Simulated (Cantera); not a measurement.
Input (Python, Cantera) and output of one run.

```python
import numpy as np
import cantera as ct

gas_names = """
    Ca CaF CaF2 Ca2 F F2 N NF NF2 NF3 N2
""".split()
cond_names = """
    Ca(a) Ca(b) Ca(L) CaF2(a) CaF2(b) CaF2(L)
""".split()


# ... load() reads the species with a 1 bar reference pressure and builds the phases ...
atoms = {
    'CaF2': {'Ca': 1, 'F': 2},
    'N2': {'N': 2},
}
top_T = {}  # K; cautious upper limits of use, not melting points


# ... equilibrate(T, P, feed) seeds the gas with the atoms and calls Mixture.equilibrate('TP', solver="vcs", rtol=1e-11, max_steps=5000) ...
results = []
feed = {'CaF2': 1, 'N2': 13}  # mol
P = 1000  # Pa
for T in [1773, 1798, 1823, 1848, 1873, 1898, 1923, 1948]:
    mix = equilibrate(T, P, feed)
    results.append((T, P, feed, dict(zip(mix.species_names, mix.species_moles))))

top = {s: max(r[3][s] / sum(r[3][g] for g in gas_names) for r in results) for s in gas_names}
cols = sorted((s for s in top if top[s] > 0.0001), key=lambda s: -top[s])[:5]
seen = [c for c in cond_names if any(r[3].get(c, 0) > 1e-12 for r in results)]
print("log10 of partial pressures in bar; condensed amounts in mol")
print(f"{'T/K':>10s}" + "".join(f"{s[:9]:>10s}" for s in cols + seen))
for T, P, feed, n in results:
    ng = sum(n[g] for g in gas_names)
    print(f"{T:10.4g}" + "".join(f"{np.log10(max(n[s] / ng * P / 1e5, 1e-99)):10.3f}" for s in cols)
          + "".join(f"{n.get(c, 0):10.4g}" for c in seen))
```

It prints:

```
log10 of partial pressures in bar; condensed amounts in mol
       T/K        N2      CaF2   CaF2(L)
      1773    -2.011    -3.615    0.6767
      1798    -2.015    -3.471    0.5453
      1823    -2.021    -3.332    0.3645
      1848    -2.029    -3.196    0.1161
      1873    -2.032    -3.146         0
      1898    -2.032    -3.146         0
      1923    -2.032    -3.146         0
      1948    -2.032    -3.146         0
```

Cantera equilibrium calculation (NASA polynomials, part measured and part estimated; ideal gas, pure solids and liquids).
